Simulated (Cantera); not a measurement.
MgO + H2S + H2O (roasting and sulfation)

Input: 1 mol MgO, 0.2 mol H2S, 0.22 mol H2O, held at 1.00 bar.

Equilibrium computed with Cantera from the NASA thermochemical tables; the gas is ideal and each condensed phase is pure. Candidate condensed phases: H2O, H2SO4, Mg, MgO, Mg(OH)2, MgS, MgSO4, S; 26 gas species. Gases not in the tables: S3 to S7. Kinetics and transport are ignored.

From 800 K to 1900 K the condensed part is MgO(s).

| T (K) | log p H2O | log p H2S | log p H2 | log p S2 | log p SO2 | log p SH | n MgO(s) |
|---|---|---|---|---|---|---|---|
| 800 | -0.28 | -0.33 | -2.31 | -2.64 | -4.04 | -6.54 | 1.00 |
| 900 | -0.28 | -0.34 | -1.89 | -2.21 | -3.72 | -5.57 | 1.00 |
| 1000 | -0.29 | -0.35 | -1.55 | -1.87 | -3.45 | -4.80 | 1.00 |
| 1100 | -0.29 | -0.38 | -1.29 | -1.61 | -3.22 | -4.18 | 1.00 |
| 1200 | -0.30 | -0.43 | -1.08 | -1.40 | -3.01 | -3.67 | 1.00 |
| 1300 | -0.31 | -0.48 | -0.91 | -1.23 | -2.82 | -3.26 | 1.00 |
| 1400 | -0.32 | -0.56 | -0.79 | -1.11 | -2.64 | -2.92 | 1.00 |
| 1500 | -0.33 | -0.64 | -0.69 | -1.02 | -2.47 | -2.64 | 1.00 |
| 1600 | -0.35 | -0.73 | -0.62 | -0.95 | -2.30 | -2.41 | 1.00 |
| 1700 | -0.36 | -0.83 | -0.56 | -0.91 | -2.15 | -2.22 | 1.000 |
| 1800 | -0.37 | -0.92 | -0.52 | -0.88 | -2.01 | -2.06 | 1.000 |
| 1900 | -0.39 | -1.02 | -0.48 | -0.87 | -1.89 | -1.92 | 1.000 |
log p: log10 of the partial pressure in bar; n: condensed amount in mol.
